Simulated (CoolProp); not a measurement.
Vapour-liquid equilibrium of R143a (1) + R152A (2) at 1.62 bar; x and y are mole fractions of (1).

The numbers come from the multi-fluid Helmholtz-energy mixture model, Lemmon and Jacobsen 2000 and Outcalt 1996; pair parameters Bell 2016 in CoolProp.

Task: Give the bubble temperature and the first vapour's composition at x = 0.2, 0.8, 0.95. Is there an azeotrope?

Result: x = 0.2: 252.0 K, y = 0.415; x = 0.8: 239.2 K, y = 0.902; x = 0.95: 237.0 K, y = 0.977. No azeotrope shows between x = 0.05 and 0.95.

The pair parameters rest on a limited set of measurements; away from them the model extrapolates.
